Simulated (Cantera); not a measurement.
Cantera run:

```python
import numpy as np
import cantera as ct

gas_names = """
    H HNO HNO2 HNO3 HO2 H2 H2O H2O2 N NH NH2 NH3 NH2OH NO NO2 NO3 N2 N2H2 N2H4 N2O O OH O2 O3
""".split()
cond_names = """
    H2O(s) H2O(L)
""".split()


def load(file, names, dense=False):
    # The tables refer to 1 bar. Condensed volumes are neglected.
    table = {s.name: s for s in ct.Species.list_from_file(file)}
    out = []
    for n in names:
        d = dict(table[n].input_data)
        d["thermo"] = dict(d["thermo"], **{"reference-pressure": 1e5})
        if dense:
            d["equation-of-state"] = {"model": "constant-volume", "density": "1e6 g/cm^3"}
        out.append(ct.Species.from_dict(d))
    return out


gas = ct.Solution(thermo="ideal-gas", species=load("nasa_gas.yaml", gas_names))
cond = {s.name: ct.Solution(thermo="fixed-stoichiometry", species=[s], name=s.name)
        for s in load("nasa_condensed.yaml", cond_names, dense=True)}
atoms = {
    'NH3': {'N': 1, 'H': 3},
    'H2O': {'H': 2, 'O': 1},
    'O2': {'O': 2},
}
top_T = {}  # K; cautious upper limits of use, not melting points


def equilibrate(T, P, feed):
    n = {}
    for name, mol in feed.items():
        for a, k in atoms[name].items():
            n[a] = n.get(a, 0.0) + k * mol
    gas.TPX = T, P, n
    mass = sum(n.values()) * gas.mean_molecular_weight
    gas.equilibrate("TP")
    valid = [c for c in cond.values() if c.min_temp <= T <= top_T.get(c.name, c.max_temp)]
    mix = ct.Mixture([(gas, mass / gas.mean_molecular_weight)] + [(c, 0.0) for c in valid])
    mix.T, mix.P = T, P
    mix.equilibrate("TP", solver="vcs", rtol=1e-11, max_steps=5000)
    return mix


results = []
feed = {'NH3': 1, 'H2O': 2.4, 'O2': 0.98}  # mol
P = 13332.2  # Pa
for T in [1823, 1923, 2023, 2123, 2223, 2323, 2423, 2523, 2623, 2723, 2823]:
    mix = equilibrate(T, P, feed)
    results.append((T, P, feed, dict(zip(mix.species_names, mix.species_moles))))

top = {s: max(r[3][s] / sum(r[3][g] for g in gas_names) for r in results) for s in gas_names}
cols = sorted((s for s in top if top[s] > 0.0001), key=lambda s: -top[s])[:5]
seen = [c for c in cond_names if any(r[3].get(c, 0) > 1e-12 for r in results)]
print("log10 of partial pressures in bar; condensed amounts in mol")
print(f"{'T/K':>10s}" + "".join(f"{s[:9]:>10s}" for s in cols + seen))
for T, P, feed, n in results:
    ng = sum(n[g] for g in gas_names)
    print(f"{T:10.4g}" + "".join(f"{np.log10(max(n[s] / ng * P / 1e5, 1e-99)):10.3f}" for s in cols)
          + "".join(f"{n.get(c, 0):10.4g}" for c in seen))
```

Output:

```
log10 of partial pressures in bar; condensed amounts in mol
       T/K       H2O        H2        N2        OH         H
      1823    -0.951    -4.035    -1.844    -3.454    -5.381
      1923    -0.953    -3.661    -1.845    -3.213    -4.856
      2023    -0.955    -3.326    -1.846    -2.996    -4.384
      2123    -0.960    -3.025    -1.849    -2.800    -3.958
      2223    -0.968    -2.758    -1.852    -2.622    -3.573
      2323    -0.980    -2.523    -1.858    -2.460    -3.225
      2423    -0.999    -2.320    -1.866    -2.313    -2.911
      2523    -1.026    -2.147    -1.877    -2.180    -2.630
      2623    -1.064    -2.004    -1.893    -2.063    -2.377
      2723    -1.116    -1.888    -1.913    -1.962    -2.152
      2823    -1.185    -1.799    -1.940    -1.880    -1.952
```

Cantera equilibrium calculation (NASA polynomials, part measured and part estimated; ideal gas, pure solids and liquids).
